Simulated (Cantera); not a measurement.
# Premixed flame

A freely propagating, adiabatic, planar premixed flame of H2 : O2 : N2 = 1 : 0.185 : 0.696 (molar parts), equivalence ratio 2.7, unburnt at 300 K and 0.840 bar; mixture-averaged transport, grid criteria slope 0.08 and curve 0.16, no radiation.

Detailed kinetics in Cantera: the H2/O2 subset of GRI-Mech 3.0, which has no nitrogen chemistry. Burning velocities carry a grid error of a few per cent, more on coarse grids.

| z (mm) | T (K) | u (m/s) | x H2 | x O2 | x O | x H | x H2O | x HO2 |
|---|---|---|---|---|---|---|---|---|
| -1.34 | 300 | 2.50 | 0.532 | 0.0984 | <1e-8 | <1e-8 | <1e-8 | <1e-8 |
| -0.892 | 300 | 2.50 | 0.532 | 0.0984 | <1e-8 | <1e-8 | <1e-8 | <1e-8 |
| -0.669 | 300 | 2.50 | 0.532 | 0.0984 | <1e-8 | <1e-8 | 3.29e-8 | <1e-8 |
| -0.446 | 301 | 2.50 | 0.531 | 0.0984 | <1e-8 | <1e-8 | 1.18e-6 | 1.62e-7 |
| -0.223 | 331 | 2.73 | 0.526 | 0.0992 | 1.18e-6 | 2.28e-6 | 0.000508 | 8.39e-5 |
| -0.112 | 575 | 4.61 | 0.500 | 0.0947 | 8.11e-5 | 0.00200 | 0.0176 | 0.000273 |
| 0 | 942 | 7.35 | 0.447 | 0.0748 | 0.000548 | 0.0165 | 0.0662 | 9.16e-5 |
| 0.112 | 1212 | 9.38 | 0.386 | 0.0403 | 0.00129 | 0.0394 | 0.135 | 3.88e-5 |
| 0.223 | 1361 | 10.5 | 0.348 | 0.0139 | 0.000874 | 0.0532 | 0.185 | 1.27e-5 |
| 0.446 | 1477 | 11.4 | 0.335 | 0.00112 | 0.000194 | 0.0532 | 0.210 | 9.46e-7 |
| 0.892 | 1569 | 12.0 | 0.341 | 4.72e-5 | 9.91e-5 | 0.0423 | 0.213 | 4.15e-8 |
| 1.78 | 1654 | 12.6 | 0.349 | 1.69e-5 | 6.06e-5 | 0.0305 | 0.214 | 1.72e-8 |
| 3.57 | 1723 | 13.1 | 0.356 | 8.35e-6 | 3.04e-5 | 0.0202 | 0.216 | <1e-8 |
x: mole fraction of selected species; z is measured from the peak of heat release.

```yaml
laminar_burning_velocity: 250 cm/s
thermal_thickness: 0.446 mm
peak x(O): 0.00129
peak x(H): 0.0555
peak x(HO2): 0.000375
grid_points: 119
```
